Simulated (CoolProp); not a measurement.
A single-stage vapour-compression cycle with the fluid: evaporating at 241.15 K (dew point), condensing at 277.15 K (bubble point), superheat 8 K, subcooling 2 K, compressor efficiency 0.65, no pressure losses. The same conditions are run with several fluids, on thermodynamics alone (safety and materials aside).

Computed with CoolProp (reference Helmholtz-energy equation of state of each fluid (propane: Lemmon 2009; isobutene: Lemmon 2005; R13: Platzer 1990; sulfur dioxide: Gao 2016; R236FA: Pan 2012; R124: de Vries 1995)). The equations of Platzer and Polt are older, rougher fits.

| fluid | cooling COP | pressure ratio | discharge temperature (K) | refrigerating effect (kJ/kg) | volumetric capacity (kJ/m³) |
|---|---|---|---|---|---|
| propane | 3.80 | 3.45 | 311.4 | 345 | 1190 |
| isobutene | 3.89 | 4.52 | 310.9 | 351 | 328 |
| R13 | 3.22 | 2.76 | 306.4 | 87.5 | 4090 |
| sulfur dioxide | 3.71 | 5.36 | 404.7 | 367 | 392 |
| R236FA | 3.81 | 5.43 | (withheld) | (withheld) | 243 |
| R124 | 3.84 | 4.70 | 305.7 | (withheld) | 390 |

Question: Fill in the missing entries.

Answer: 
- R236FA, discharge temperature (K): 298.5
- R236FA, refrigerating effect (kJ/kg): 140
- R124, refrigerating effect (kJ/kg): 144
